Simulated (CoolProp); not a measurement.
Vapour pressure (bar) of ethylene: the reference equation beside estimates from Tc = 282.4 K, pc = 50.42 bar, ω = 0.087. Clausius-Clapeyron is anchored at 176.4 K with a constant enthalpy of vaporisation of 13.24 kJ/mol.

The numbers come from the reference Helmholtz-energy equation of state, Smukala 2000 in CoolProp.

```json
[
 {"T (K)": "138.3", "reference": "0.1014", "Lee-Kesler": "0.1006", "Clausius-Clapeyron": "0.1251", "van der Waals": "1.217", "Redlich-Kwong": "0.08520", "Soave-Redlich-Kwong": "(withheld)", "Peng-Robinson": "0.1082"},
 {"T (K)": "145.9", "reference": "0.1973", "Lee-Kesler": "0.1952", "Clausius-Clapeyron": "0.2279", "van der Waals": "1.745", "Redlich-Kwong": "0.1777", "Soave-Redlich-Kwong": "0.1944", "Peng-Robinson": "0.2068"},
 {"T (K)": "153.5", "reference": "0.3565", "Lee-Kesler": "0.3524", "Clausius-Clapeyron": "0.3913", "van der Waals": "2.418", "Redlich-Kwong": "0.3381", "Soave-Redlich-Kwong": "0.3515", "Peng-Robinson": "0.3686"},
 {"T (K)": "161.2", "reference": "0.6090", "Lee-Kesler": "0.6028", "Clausius-Clapeyron": "0.6422", "van der Waals": "3.268", "Redlich-Kwong": "0.6007", "Soave-Redlich-Kwong": "(withheld)", "Peng-Robinson": "0.6231"},
 {"T (K)": "168.8", "reference": "0.9792", "Lee-Kesler": "0.9713", "Clausius-Clapeyron": "1.002", "van der Waals": "4.289", "Redlich-Kwong": "0.9939", "Soave-Redlich-Kwong": "0.9693", "Peng-Robinson": "0.9940"},
 {"T (K)": "176.4", "reference": "1.505", "Lee-Kesler": "1.496", "Clausius-Clapeyron": "1.505", "van der Waals": "5.510", "Redlich-Kwong": "1.559", "Soave-Redlich-Kwong": "1.493", "Peng-Robinson": "1.518"},
 {"T (K)": "184.1", "reference": "2.234", "Lee-Kesler": "2.227", "Clausius-Clapeyron": "(withheld)", "van der Waals": "(withheld)", "Redlich-Kwong": "2.350", "Soave-Redlich-Kwong": "2.223", "Peng-Robinson": "2.245"},
 {"T (K)": "191.7", "reference": "3.191", "Lee-Kesler": "3.187", "Clausius-Clapeyron": "3.093", "van der Waals": "8.633", "Redlich-Kwong": "3.388", "Soave-Redlich-Kwong": "3.183", "Peng-Robinson": "(withheld)"},
 {"T (K)": "199.3", "reference": "4.426", "Lee-Kesler": "4.426", "Clausius-Clapeyron": "4.245", "van der Waals": "(withheld)", "Redlich-Kwong": "4.728", "Soave-Redlich-Kwong": "4.427", "Peng-Robinson": "4.427"},
 {"T (K)": "207", "reference": "6.007", "Lee-Kesler": "6.013", "Clausius-Clapeyron": "5.715", "van der Waals": "12.74", "Redlich-Kwong": "6.437", "Soave-Redlich-Kwong": "6.024", "Peng-Robinson": "6.003"}
]
```

**Question.** Some entries are withheld; supply them.

**Answer.** 
- 138.3, Soave-Redlich-Kwong: 0.09988
- 161.2, Soave-Redlich-Kwong: 0.6015
- 184.1, Clausius-Clapeyron: 2.195
- 184.1, van der Waals: 6.965
- 191.7, Peng-Robinson: 3.197
- 199.3, van der Waals: 10.54

Absolute difference from the reference over all 10 rows, mean and median: Lee-Kesler 0.6 and 0.7 %, Clausius-Clapeyron 7.0 and 4.5 %, van der Waals 413.6 and 302.1 %, Redlich-Kwong 6.3 and 5.7 %, Soave-Redlich-Kwong 0.8 and 0.9 %, Peng-Robinson 2.0 and 1.2 %.
